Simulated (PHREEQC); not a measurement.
A made-up water analysis in mg/kgw, 40 °C, pH 8.17, pe 11.2:

```csv
constituent,mg/kgw
Na,2290
K,234
Ca,138
Mg,73.4
Cl,3900
S(6) as SO4,325
Alkalinity as HCO3,7.22
N(5) as NO3,23.7
Si as SiO2,90.1
```

Cl is adjusted to close the charge balance.
Valence states are taken as typed.

Model: ion-association model, phreeqc.dat, run in PHREEQC.

```yaml
ionic_strength: 0.126 mol/kgw
specific_conductance: 16400 µS/cm
density: 0.997 g/cm³
```

```
species  molality  activity   log γ
-------  --------  --------  ------
Cl-         0.111    0.0828  -0.128
Na+        0.0992    0.0760  -0.115
K+        0.00594   0.00441  -0.130
Ca+2      0.00326   0.00116  -0.448
Mg+2      0.00274   0.00103  -0.426
SO4-2     0.00244  0.000820  -0.473
H4SiO4    0.00143   0.00147   0.013
NaSO4-   0.000444  0.000342  -0.114
NO3-     0.000382  0.000279  -0.137
MgSO4    0.000277  0.000285   0.013
CaSO4    0.000183  0.000189   0.013
O2       0.000131  0.000135   0.013
```

This is a speciation only: nothing precipitates in the calculation. Examples of supersaturated solids here: Quartz (slow to form), Chalcedony (slow to form). Others may be too. Away from 25 °C the constants follow the database's enthalpies or fits; those with neither stay at their 25 °C values.
